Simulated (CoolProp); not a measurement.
A Linde-Hampson liquefier for methane: isothermal reversible compression at 250 K from 1 atm to 30 MPa, throttling to 1 atm, return gas leaving the recuperator 5 K below the feed. Each further row changes one setting.

The numbers come from the reference Helmholtz-energy equation of state, Setzmann 1991 in CoolProp.

```json
[
 {"case": "as stated", "liquid yield per pass": "0.344", "compression work (kJ/kg of gas)": "653"},
 {"case": "high pressure 60 MPa", "liquid yield per pass": "0.329", "compression work (kJ/kg of gas)": "751"},
 {"case": "warm-end temperature 280 K", "liquid yield per pass": "0.268", "compression work (kJ/kg of gas)": "763"},
 {"case": "warm-end gap 10 K", "liquid yield per pass": "0.335", "compression work (kJ/kg of gas)": "653"}
]
```
